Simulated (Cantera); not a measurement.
# Equilibrium for hydrogen reduction and annealing atmospheres: FeS + H₂ + N₂

A closed system holds: 1 mol FeS, 31 mol H₂, 3.8 mol N₂, held at 0.940 bar.

Cantera equilibrium calculation (NASA polynomials, part measured and part estimated; ideal gas, pure solids and liquids). Candidate condensed phases: Fe, FeS, FeS₂, S; 16 gas species. Metal and sulfide melt together well below either melting point, which pure phases cannot show. Mutual solubility and eutectic melting of coexisting phases are not modelled. FeS: taken at fixed stoichiometry. Equilibrium is a limit: real reactors are often held back by kinetics, nucleation or transport.

From 1000 K to 1175 K the condensed part is Fe(α) + FeS(s). From 1200 K to 1275 K the condensed part is Fe(γ) + FeS(s).

| T (K) | x H₂ | x N₂ | x H₂S | x NH₃ | x SH | x H | x S₂ | n Fe(α) | n FeS(s) | n Fe(γ) |
|---|---|---|---|---|---|---|---|---|---|---|
| 1000 | 0.890 | 0.109 | 0.000979 | 0.000152 | 6.46e-9 | 2.21e-9 | 6.99e-11 | 0.0341 | 0.966 | 0 |
| 1025 | 0.890 | 0.109 | 0.00119 | 0.000129 | 1.27e-8 | 4.24e-9 | 1.74e-10 | 0.0413 | 0.959 | 0 |
| 1050 | 0.889 | 0.109 | 0.00143 | 0.000110 | 2.42e-8 | 7.89e-9 | 4.18e-10 | 0.0497 | 0.950 | 0 |
| 1075 | 0.889 | 0.109 | 0.00171 | 9.53e-5 | 4.49e-8 | 1.43e-8 | 9.65e-10 | 0.0595 | 0.941 | 0 |
| 1100 | 0.889 | 0.109 | 0.00203 | 8.27e-5 | 8.10e-8 | 2.51e-8 | 2.15e-9 | 0.0706 | 0.929 | 0 |
| 1125 | 0.888 | 0.109 | 0.00239 | 7.22e-5 | 1.42e-7 | 4.32e-8 | 4.64e-9 | 0.0832 | 0.917 | 0 |
| 1150 | 0.888 | 0.109 | 0.00280 | 6.34e-5 | 2.44e-7 | 7.25e-8 | 9.66e-9 | 0.0973 | 0.903 | 0 |
| 1175 | 0.888 | 0.109 | 0.00325 | 5.59e-5 | 4.09e-7 | 1.19e-7 | 1.95e-8 | 0.113 | 0.887 | 0 |
| 1200 | 0.887 | 0.109 | 0.00375 | 4.96e-5 | 6.72e-7 | 1.92e-7 | 3.82e-8 | 0 | 0.870 | 0.130 |
| 1225 | 0.886 | 0.109 | 0.00430 | 4.42e-5 | 1.08e-6 | 3.03e-7 | 7.30e-8 | 0 | 0.850 | 0.150 |
| 1250 | 0.886 | 0.109 | 0.00491 | 3.95e-5 | 1.71e-6 | 4.69e-7 | 1.36e-7 | 0 | 0.829 | 0.171 |
| 1275 | 0.885 | 0.109 | 0.00557 | 3.55e-5 | 2.64e-6 | 7.15e-7 | 2.46e-7 | 0 | 0.806 | 0.194 |
x: gas mole fraction; n: condensed amount in mol.
